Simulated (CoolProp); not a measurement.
Properties of R125 at several states (Tc = 66.0 °C, pc = 3.618 MPa, ω = 0.305).

Values from CoolProp's reference Helmholtz-energy equation of state, Lemmon 2005.

| T (°C) | p (MPa) | phase | speed of sound (m/s) | Joule-Thomson coefficient (K/MPa) | Prandtl number |
|---|---|---|---|---|---|
| -14.75 | 2.1 | liquid | ___ | -0.1448 | ___ |
| 183.45 | 3.69 | supercritical | 168.9 | 4.087 | 0.800 |
| 6.35 | 0.0449 | gas | 145.0 | 16.96 | ___ |

**Question.** Complete the blanks.

**Answer.** 
- -14.75, speed of sound (m/s): 534.6
- -14.75, Prandtl number: 3.98
- 6.35, Prandtl number: 0.735

Viscosity comes from a separate model (Huber 2006). Thermal conductivity comes from a separate model (Perkins 2006).
